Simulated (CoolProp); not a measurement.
A single-stage vapour-compression cycle with the fluid: evaporating at 291.15 K (dew point), condensing at 319.15 K (bubble point), superheat 0 K, subcooling 0 K, compressor efficiency 0.6, no pressure losses. The same conditions are run with several fluids, on thermodynamics alone (safety and materials aside).

The numbers come from the reference Helmholtz-energy equation of state of each fluid (dimethyl ether: Wu 2011; n-pentane: Thol 2019; CH2F2 (R32): Tillner-Roth 1997; R365MFC: Lemmon 2016; R21: Platzer 1990; cyclopropane: Polt 1992) in CoolProp. The equations of Platzer and Polt are older, rougher fits.

```json
[
 {"fluid": "dimethyl ether", "cooling COP": "5.49", "pressure ratio": "2.16", "discharge temperature (K)": "338.7", "refrigerating effect (kJ/kg)": "341", "volumetric capacity (kJ/m³)": "3470"},
 {"fluid": "n-pentane", "cooling COP": "5.59", "pressure ratio": "…", "discharge temperature (K)": "325.2", "refrigerating effect (kJ/kg)": "306", "volumetric capacity (kJ/m³)": "491"},
 {"fluid": "CH2F2 (R32)", "cooling COP": "5.00", "pressure ratio": "2.05", "discharge temperature (K)": "351.1", "refrigerating effect (kJ/kg)": "228", "volumetric capacity (kJ/m³)": "8790"},
 {"fluid": "R365MFC", "cooling COP": "…", "pressure ratio": "…", "discharge temperature (K)": "322.0", "refrigerating effect (kJ/kg)": "…", "volumetric capacity (kJ/m³)": "…"},
 {"fluid": "R21", "cooling COP": "5.71", "pressure ratio": "…", "discharge temperature (K)": "352.3", "refrigerating effect (kJ/kg)": "204", "volumetric capacity (kJ/m³)": "1300"},
 {"fluid": "cyclopropane", "cooling COP": "5.49", "pressure ratio": "2.06", "discharge temperature (K)": "342.0", "refrigerating effect (kJ/kg)": "348", "volumetric capacity (kJ/m³)": "4080"}
]
```

Q: Fill in the missing entries.

A: 
- n-pentane, pressure ratio: 2.69
- R365MFC, cooling COP: 5.51
- R365MFC, pressure ratio: 2.93
- R365MFC, refrigerating effect (kJ/kg): 159
- R365MFC, volumetric capacity (kJ/m³): 424
- R21, pressure ratio: 2.48
